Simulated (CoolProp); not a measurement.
Computed with CoolProp (reference Helmholtz-energy equation of state, Gao 2022).

Task: For n-perfluorohexane, give the phase and the density (kg/m³), speed of sound (m/s), Joule-Thomson coefficient (K/MPa), expansivity (1/kK) at 115.55 °C and 0.101 MPa; 121.65 °C and 0.101 MPa.

Result: 
- 115.55 °C and 0.101 MPa: gas; density 10.9, speed of sound 95.8, Joule-Thomson coefficient 12.4, expansivity 2.90
- 121.65 °C and 0.101 MPa: gas; density 10.8, speed of sound 96.8, Joule-Thomson coefficient 11.8, expansivity 2.84
